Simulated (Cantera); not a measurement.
A perfectly stirred reactor is fed with CH₄ : H₂ : O₂ : N₂ = 1 : 0.046 : 2.15 : 9.68 (molar parts), equivalence ratio 0.94, at 4350 Torr; it is adiabatic with a 450 K inlet, and is followed from long to short residence time, starting on the burning branch (τ in s: 0.089, 0.036, 0.015, 0.006, 0.0025, 0.001, 0.00041, 0.00017, 6.9e-05, 2.8e-05).

Computed with Cantera and GRI-Mech 3.0 (53 species, 325 reactions).

One state of this run: T (K) = 1984; x CH₄ = 0.000276; x H₂ = 0.00505; x O₂ = 0.0190; x OH = 0.00388; x CH₂ = 6.27e-6. x: mole fraction; the columns are a selection and need not sum to one.

Question: Which value of τ (s) does it belong to?
A) 0.00017
B) 0.0010
C) 0.0025
D) 0.036

Answer: A, 0.00017
